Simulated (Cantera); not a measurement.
Input: 1 mol SiH₂Cl₂, 1.5 mol HCl, 110 mol N₂, at 0.260 bar.

These are equilibrium values from Cantera (NASA tables, ideal gas, pure condensed phases), not measurements of a reactor. Candidate condensed phases: NH₄Cl, Si, Si₃N₄; 28 gas species. N₂ is the only nitrogen source here; it is nearly inert below about 1500 K, so the nitride shown seldom forms there in practice. The tables' values for SiCl₃ are old estimates; treat these amounts as uncertain. Rates play no part.

log p: log10 of the partial pressure in bar; n: condensed amount in mol.

```
T (K)  log p N₂  log p HCl  log p H₂  log p SiCl₂  n Si₃N₄(s)
-----  --------  ---------  --------  -----------  ----------
925       -0.60      -2.26     -2.90        -9.30       0.242
1000      -0.60      -2.24     -2.93        -8.12       0.248
1075      -0.60      -2.23     -2.96        -7.10       0.253
1150      -0.60      -2.22     -2.98        -6.23       0.257
1225      -0.60      -2.22     -3.00            ?       0.260
1300      -0.60      -2.21     -3.01        -4.79       0.260
1375      -0.60      -2.21     -3.02        -4.21       0.256
1450      -0.60      -2.22     -3.00        -3.72       0.243
1525      -0.60      -2.23     -2.96            ?           ?
1600      -0.60      -2.27     -2.88        -3.06       0.169
1675      -0.60      -2.32     -2.79        -2.88       0.115
1750      -0.60      -2.39     -2.71        -2.75      0.0597
```

**Question.** Complete the blanks.

**Answer.** 
- 1525, log p SiCl₂: -3.34
- 1525, n Si₃N₄(s): 0.214
- 1225, log p SiCl₂: -5.46
